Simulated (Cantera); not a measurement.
Input: 1 mol SiH4, 0.096 mol C3H8, 8.3 mol H2, at 900 K and 1.50 mbar.

These are equilibrium values from Cantera (NASA tables, ideal gas, pure condensed phases), not measurements of a reactor. Candidate condensed phases: C, C6H6, C7H8, C8H18, Si, SiC; 87 gas species. Rates play no part.

Problem. What is the equilibrium state?

Solution. 
```json
{
  "x(H2)": "1.00",
  "n(Si(s))": "0.712 mol",
  "n(SiC(s))": "0.288 mol",
  "gas_amount": "10.68 mol",
  "log10 activity of C(graphite) (absent)": "-3.83"
}
```
